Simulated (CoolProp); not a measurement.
Vapour-liquid equilibrium of propane (1) + cyclohexane (2) at 67.75 °C; x and y are mole fractions of (1).

Values from CoolProp's multi-fluid Helmholtz-energy mixture model, Lemmon 2009 and Zhou 2014; pair parameters Bell 2016.

| x | bubble pressure, mixture model (kPa) | bubble pressure, Raoult's law (kPa) | y, mixture model | y, Raoult's law |
|---|---|---|---|---|
| 0.05 | 188.3 | 187.8 | 0.645 | 0.659 |
| 0.15 | 428.9 | 428.5 | 0.848 | 0.866 |
| 0.25 | 665.0 | 669.3 | 0.905 | 0.924 |
| 0.35 | 894.4 | 910.0 | 0.933 | 0.952 |
| 0.45 | 1117 | 1151 | 0.949 | 0.968 |
| 0.55 | 1334 | 1391 | 0.960 | 0.978 |
| 0.65 | 1550 | 1632 | 0.969 | 0.986 |
| 0.75 | 1772 | 1873 | 0.977 | 0.991 |
| 0.85 | 2013 | 2114 | 0.985 | 0.995 |
| 0.95 | 2298 | 2354 | 0.994 | 0.999 |

The largest gap from Raoult's law is -5.4 % in bubble pressure, at x = 0.75. No azeotrope shows between x = 0.05 and 0.95.

The pair parameters rest on a limited set of measurements; away from them the model extrapolates.
